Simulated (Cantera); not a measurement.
Charge: 1 mol CF4, 0.62 mol HCl, 0.16 mol H2, equilibrated at 60.0 mbar.

These are equilibrium values from Cantera (NASA tables, ideal gas, pure condensed phases), not measurements of a reactor. Candidate condensed phases: C, C6H6, C7H8, C8H18; 135 gas species. Ions and electrons are included (thermal ionisation). Gases not in the tables: C2F6 and larger saturated fluorocarbons. Equilibrium is a limit: real reactors are often held back by kinetics, nucleation or transport.

What share of the C ends up in condensed phases as a function of T (°C), at 1727, 2227, 2727, 3227, 3727, 4227, 4727?


```
T (°C)  C condensed (%)           as
------  ---------------  -----------
1727               20.2  C(graphite)
2227                0.0            -
2727               31.1  C(graphite)
3227                0.0            -
3727                0.0            -
4227                0.0            -
4727                0.0            -
```
